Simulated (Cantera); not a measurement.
Feed: 1 mol Si3N4, 0.0021 mol H2O, 3 mol H2, 0.0025 mol O2, at 652 °C and 1 atm.

Cantera equilibrium calculation (NASA polynomials, part measured and part estimated; ideal gas, pure solids and liquids). Candidate condensed phases: H2O, Si, SiO2, Si2N2O, Si3N4; 35 gas species. Rates play no part.

**Question.** What is the equilibrium state?

**Answer.** 
- x(H2) = 0.999
- x(N2) = 0.000774
- x(NH3) = 2.80e-5
- n(Si2N2O(s)) = 0.00710 mol
- n(Si3N4(s)) = 0.995 mol
- gas amount = 3.004 mol
- log10 activity of Si(s) (absent) = -6.17
